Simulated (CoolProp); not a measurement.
Properties of R142b along the isotherm 470 K (Tc = 410.3 K, pc = 40.55 bar, ω = 0.232).

Values from CoolProp's reference Helmholtz-energy equation of state, Lemmon 2006. It is a short technical equation, of lower accuracy than the large ones.

```
p (bar)          phase  conductivity (mW/(m K))  fugacity coefficient
-------  -------------  -----------------------  --------------------
20.3               gas                     26.6                0.8942
40.5               gas                     29.7                0.7940
60.8     supercritical                     35.7                   [?]
81.1     supercritical                      [?]                   [?]
101      supercritical                     47.0                0.5469
122      supercritical                      [?]                0.4957
142      supercritical                     51.7                   [?]
162      supercritical                      [?]                0.4340
182      supercritical                     55.1                   [?]
203      supercritical                      [?]                0.3985
```

Problem. Some entries are withheld; supply them.

Solution. 
- 60.8, fugacity coefficient: 0.6989
- 81.1, conductivity (mW/(m K)): 43.1
- 81.1, fugacity coefficient: 0.6135
- 122, conductivity (mW/(m K)): 49.7
- 142, fugacity coefficient: 0.4603
- 162, conductivity (mW/(m K)): 53.5
- 182, fugacity coefficient: 0.4142
- 203, conductivity (mW/(m K)): 56.6

Thermal conductivity comes from a separate model (Huber 2003), an estimate that may be off by 10 % or more.
